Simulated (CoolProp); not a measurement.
Vapour-liquid equilibrium of acetone (1) + n-heptane (2) at 1180 kPa; x and y are mole fractions of (1).

The numbers come from the multi-fluid Helmholtz-energy mixture model, Lemmon 2006 and Span 2003; pair parameters Bell 2016 in CoolProp.

**Question.** Give the bubble temperature and the first vapour's composition at x = 0.2, 0.35, 0.65. Is there an azeotrope?

**Answer.** x = 0.2: 180.9 °C, y = 0.439; x = 0.35: 168.8 °C, y = 0.599; x = 0.65: 156.8 °C, y = 0.775. No azeotrope shows between x = 0.05 and 0.95.

Pair parameters are fitted to limited data, so mixtures are less certain than the pure fluids.
